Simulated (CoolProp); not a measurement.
Computed with CoolProp (reference Helmholtz-energy equation of state, Tillner-Roth 1997).

**Question.** For CH2F2 (R32), give the phase and the cp (kJ/(kg K)), cv (kJ/(kg K)), fugacity coefficient at -67.15 °C and 0.685 MPa; 38.75 °C and 3.27 MPa; 126.85 °C and 1.24 MPa.

**Answer.** 
- -67.15 °C and 0.685 MPa: liquid; cp 1.57, cv 0.952, fugacity coefficient 0.0622
- 38.75 °C and 3.27 MPa: liquid; cp 2.08, cv 0.974, fugacity coefficient 0.569
- 126.85 °C and 1.24 MPa: gas; cp 1.07, cv 0.855, fugacity coefficient 0.949
